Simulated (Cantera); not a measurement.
Feed: 1 mol Si₃N₄, 4.5 mol N₂O, 6 mol N₂, equilibrated at 10.0 Torr.

Equilibrium computed with Cantera from the NASA thermochemical tables; the gas is ideal and each condensed phase is pure. Candidate condensed phases: Si, SiO₂, Si₂N₂O, Si₃N₄; 16 gas species. Mutual solubility and eutectic melting of coexisting phases are not modelled. The tables hold silica as quartz up to 1696 K and as liquid above; real silica turns to tridymite and cristobalite and melts near 1996 K. The numbers say what is thermodynamically allowed, not how fast it happens.

### Question
Which condensed phases are stable at each of these points (T (°C)): 850, 950, 1050, 1150, 1250, 1350, 1450, 1550?

### Answer
```tsv
T (°C)	condensed phases	Si condensed (%)
850	SiO₂(β-quartz) + Si₂N₂O(s)	100.0
950	SiO₂(β-quartz) + Si₂N₂O(s)	100.0
1050	SiO₂(β-quartz) + Si₂N₂O(s)	100.0
1150	SiO₂(β-quartz) + Si₂N₂O(s)	100.0
1250	SiO₂(β-quartz) + Si₂N₂O(s)	99.5
1350	SiO₂(β-quartz) + Si₂N₂O(s)	94.0
1450	SiO₂(condensed)	50.0
1550	SiO₂(condensed)	50.0
```

From 850 °C to 1350 °C the condensed part is SiO₂(β-quartz) + Si₂N₂O(s). From 1450 °C to 1550 °C the condensed part is SiO₂(condensed).
